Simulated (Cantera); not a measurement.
## Carbothermic reduction: Ta2O5 + CH4 + CO

Input: 1 mol Ta2O5, 2.6 mol CH4, a varied amount of CO, equilibrated at 600 °C and 60000 Pa.

Equilibrium computed with Cantera from the NASA thermochemical tables; the gas is ideal and each condensed phase is pure. Candidate condensed phases: C, C6H6, C7H8, C8H18, H2O, Ta, TaC, Ta2O5; 113 gas species. Rates play no part.

```csv
n(CO) (mol),x H2,x CH4,x H2O,x CO,x CO2,x C2H6,x C2H4,x HCHO (formaldehyde),n C(graphite),n Ta2O5(s)
0.12,0.801,0.172,0.0174,0.00851,0.000492,1.84e-6,1.15e-7,2.50e-9,1.91,1.00
0.21,0.788,0.167,0.0291,0.0145,0.00143,1.75e-6,1.12e-7,4.20e-9,1.98,1.00
0.3,0.775,0.162,0.0399,0.0202,0.00278,1.67e-6,1.08e-7,5.75e-9,2.06,1.00
0.38,0.765,0.157,0.0488,0.0251,0.00427,1.60e-6,1.05e-7,7.04e-9,2.12,1.00
0.47,0.753,0.152,0.0581,0.0303,0.00623,1.53e-6,1.02e-7,8.37e-9,2.19,1.00
0.56,0.742,0.148,0.0667,0.0353,0.00846,1.46e-6,9.89e-8,9.61e-9,2.26,1.00
0.64,0.732,0.144,0.0737,0.0396,0.0106,1.40e-6,9.63e-8,1.06e-8,2.32,1.00
0.73,0.721,0.140,0.0812,0.0442,0.0133,1.34e-6,9.36e-8,1.17e-8,2.38,1.00
0.82,0.711,0.136,0.0881,0.0487,0.0161,1.29e-6,9.09e-8,1.27e-8,2.45,1.00
0.9,0.702,0.133,0.0938,0.0525,0.0187,1.24e-6,8.87e-8,1.35e-8,2.50,1.00
```
x: gas mole fraction; n: condensed amount in mol.

From 0.12 mol CO to 0.9 mol CO the condensed part is C(graphite) + Ta2O5(s).
